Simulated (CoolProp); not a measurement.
Vapour-liquid equilibrium of n-hexane (1) + cyclohexane (2) at 109.05 °C; x and y are mole fractions of (1).

Computed with CoolProp (multi-fluid Helmholtz-energy mixture model, Thol 2019 and Zhou 2014; pair parameters Bell 2016).

```json
[
 {"x": "0.05", "bubble pressure, mixture model (kPa)": "226.4", "bubble pressure, Raoult's law (kPa)": "225.2", "y, mixture model": "0.072", "y, Raoult's law": "0.069"},
 {"x": "0.125", "bubble pressure, mixture model (kPa)": "234.5", "bubble pressure, Raoult's law (kPa)": "231.8", "y, mixture model": "0.171", "y, Raoult's law": "0.167"},
 {"x": "0.2", "bubble pressure, mixture model (kPa)": "[?]", "bubble pressure, Raoult's law (kPa)": "238.4", "y, mixture model": "[?]", "y, Raoult's law": "0.259"},
 {"x": "0.275", "bubble pressure, mixture model (kPa)": "[?]", "bubble pressure, Raoult's law (kPa)": "245.0", "y, mixture model": "0.347", "y, Raoult's law": "0.347"},
 {"x": "0.35", "bubble pressure, mixture model (kPa)": "256.4", "bubble pressure, Raoult's law (kPa)": "251.6", "y, mixture model": "0.427", "y, Raoult's law": "0.430"},
 {"x": "0.425", "bubble pressure, mixture model (kPa)": "263.1", "bubble pressure, Raoult's law (kPa)": "258.2", "y, mixture model": "0.502", "y, Raoult's law": "0.508"},
 {"x": "0.5", "bubble pressure, mixture model (kPa)": "269.6", "bubble pressure, Raoult's law (kPa)": "264.8", "y, mixture model": "0.574", "y, Raoult's law": "0.583"},
 {"x": "0.575", "bubble pressure, mixture model (kPa)": "275.8", "bubble pressure, Raoult's law (kPa)": "271.4", "y, mixture model": "0.643", "y, Raoult's law": "0.654"},
 {"x": "0.65", "bubble pressure, mixture model (kPa)": "281.9", "bubble pressure, Raoult's law (kPa)": "278.0", "y, mixture model": "0.710", "y, Raoult's law": "0.722"},
 {"x": "0.725", "bubble pressure, mixture model (kPa)": "287.9", "bubble pressure, Raoult's law (kPa)": "284.6", "y, mixture model": "0.775", "y, Raoult's law": "0.787"},
 {"x": "0.8", "bubble pressure, mixture model (kPa)": "293.7", "bubble pressure, Raoult's law (kPa)": "291.2", "y, mixture model": "0.838", "y, Raoult's law": "0.848"},
 {"x": "0.875", "bubble pressure, mixture model (kPa)": "299.5", "bubble pressure, Raoult's law (kPa)": "297.9", "y, mixture model": "0.900", "y, Raoult's law": "0.907"},
 {"x": "0.95", "bubble pressure, mixture model (kPa)": "[?]", "bubble pressure, Raoult's law (kPa)": "304.5", "y, mixture model": "0.960", "y, Raoult's law": "0.964"}
]
```

Task: Complete the blanks.

Result: 
- 0.2, bubble pressure, mixture model (kPa): 242.2
- 0.2, y, mixture model: 0.262
- 0.275, bubble pressure, mixture model (kPa): 249.4
- 0.95, bubble pressure, mixture model (kPa): 305.1

The largest gap from Raoult's law is +1.9 % in bubble pressure, at x = 0.35. No azeotrope shows between x = 0.05 and 0.95.

The pair parameters rest on a limited set of measurements; away from them the model extrapolates.
